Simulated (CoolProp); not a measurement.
Properties of fluorine along the isotherm -193.15 °C.

Values from CoolProp's reference Helmholtz-energy equation of state, de Reuck 1990.

```json
[
 {"p (MPa)": "1.31", "phase": "liquid", "cv (kJ/(kg K))": "0.8372", "Joule-Thomson coefficient (K/MPa)": "-0.2836", "fugacity coefficient": "0.04275"},
 {"p (MPa)": "2.62", "phase": "liquid", "cv (kJ/(kg K))": "0.8394", "Joule-Thomson coefficient (K/MPa)": "-0.2860", "fugacity coefficient": "0.02244"},
 {"p (MPa)": "3.93", "phase": "liquid", "cv (kJ/(kg K))": "0.8417", "Joule-Thomson coefficient (K/MPa)": "-0.2884", "fugacity coefficient": "0.01570"},
 {"p (MPa)": "5.24", "phase": "liquid", "cv (kJ/(kg K))": "0.8440", "Joule-Thomson coefficient (K/MPa)": "-0.2906", "fugacity coefficient": "0.01236"},
 {"p (MPa)": "6.55", "phase": "liquid", "cv (kJ/(kg K))": "0.8464", "Joule-Thomson coefficient (K/MPa)": "-0.2927", "fugacity coefficient": "0.01038"},
 {"p (MPa)": "7.86", "phase": "liquid", "cv (kJ/(kg K))": "0.8487", "Joule-Thomson coefficient (K/MPa)": "-0.2948", "fugacity coefficient": "0.009075"},
 {"p (MPa)": "9.17", "phase": "liquid", "cv (kJ/(kg K))": "0.8511", "Joule-Thomson coefficient (K/MPa)": "-0.2968", "fugacity coefficient": "0.008162"},
 {"p (MPa)": "10.5", "phase": "liquid", "cv (kJ/(kg K))": "0.8534", "Joule-Thomson coefficient (K/MPa)": "-0.2987", "fugacity coefficient": "0.007484"},
 {"p (MPa)": "11.8", "phase": "liquid", "cv (kJ/(kg K))": "0.8556", "Joule-Thomson coefficient (K/MPa)": "-0.3006", "fugacity coefficient": "0.006984"},
 {"p (MPa)": "13.1", "phase": "liquid", "cv (kJ/(kg K))": "0.8577", "Joule-Thomson coefficient (K/MPa)": "-0.3023", "fugacity coefficient": "0.006597"}
]
```
